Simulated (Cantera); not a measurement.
Input: 1 mol Si3N4, 0.011 mol C, 0.85 mol N2, equilibrated at 1000 Pa.

Equilibrium computed with Cantera from the NASA thermochemical tables; the gas is ideal and each condensed phase is pure. Candidate condensed phases: C, Si, SiC, Si3N4; 20 gas species. Mutual solubility and eutectic melting of coexisting phases are not modelled. The tables' values for SiN are old estimates; treat these amounts as uncertain. The numbers say what is thermodynamically allowed, not how fast it happens.

log p: log10 of the partial pressure in bar; n: condensed amount in mol.

```
T (K)  log p N2  log p Si  log p Si2N  log p SiN  log p Si2C  log p Si2  log p Si3  n SiC(s)  n Si3N4(s)  n Si(l)
-----  --------  --------  ----------  ---------  ----------  ---------  ---------  --------  ----------  -------
1623      -2.00     -7.71         ___      -8.81      -10.14     -11.15     -12.70    0.0110       0.996        0
1648      -2.00     -7.37         ___      -8.51       -9.73     -10.63     -12.04    0.0110       0.996        0
1673      -2.00     -7.05         ___      -8.23       -9.34     -10.13     -11.41    0.0110       0.996        0
1698      -2.00     -6.73         ___      -7.95       -8.96      -9.64     -10.79    0.0110       0.996        0
1723      -2.00     -6.42         ___      -7.68       -8.58      -9.17     -10.19    0.0110       0.996        0
1748      -2.00     -6.13         ___      -7.41       -8.22      -8.71      -9.61    0.0110       0.996        0
1773      -2.00     -5.84         ___      -7.16       -7.88      -8.26      -9.04    0.0110       0.996        0
1798      -2.00     -5.56         ___      -6.91       -7.54      -7.82      -8.49    0.0110       0.996        0
1823      -2.00     -5.35         ___      -6.74       -7.28      -7.54      -8.17    0.0110           0     2.99
```

Problem. Fill in the missing entries.

Solution. 
- 1623, log p Si2N: -9.48
- 1648, log p Si2N: -9.05
- 1673, log p Si2N: -8.64
- 1698, log p Si2N: -8.24
- 1723, log p Si2N: -7.85
- 1748, log p Si2N: -7.47
- 1773, log p Si2N: -7.10
- 1798, log p Si2N: -6.75
- 1823, log p Si2N: -6.54
